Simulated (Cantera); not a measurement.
# Thermodynamics of aluminium and copper etching, feed Al + Cl₂ + H₂

A closed system holds: 1 mol Al, 4.9 mol Cl₂, 3.5 mol H₂, at 0.133 bar.

Cantera equilibrium calculation (NASA polynomials, part measured and part estimated; ideal gas, pure solids and liquids). Candidate condensed phases: Al, AlCl₃; 12 gas species. The numbers say what is thermodynamically allowed, not how fast it happens.

From 450 K to 1250 K nothing is condensed. The main Al-bearing gas is Al₂Cl₆ at 450 K and AlCl₃ at 1250 K.

| T (K) | x HCl | x AlCl₃ | x Al₂Cl₆ | x H₂ | x Cl | x AlCl₂ |
|---|---|---|---|---|---|---|
| 450 | 0.919 | 0.000314 | 0.0674 | 0.0135 | <1e-12 | <1e-12 |
| 550 | 0.916 | 0.00614 | 0.0643 | 0.0135 | <1e-12 | <1e-12 |
| 650 | 0.900 | 0.0403 | 0.0461 | 0.0132 | <1e-12 | <1e-12 |
| 750 | 0.873 | 0.0994 | 0.0145 | 0.0128 | 7.18e-12 | 5.07e-12 |
| 850 | 0.863 | 0.122 | 0.00234 | 0.0127 | 4.31e-10 | 3.17e-10 |
| 950 | 0.861 | 0.126 | 0.000436 | 0.0127 | 1.11e-8 | 7.15e-9 |
| 1050 | 0.861 | 0.126 | 0.000110 | 0.0127 | 1.55e-7 | 8.65e-8 |
| 1150 | 0.861 | 0.127 | 3.56e-5 | 0.0127 | 1.38e-6 | 6.71e-7 |
| 1250 | 0.861 | 0.127 | 1.40e-5 | 0.0127 | 8.66e-6 | 3.73e-6 |
x: gas mole fraction; nothing condenses.
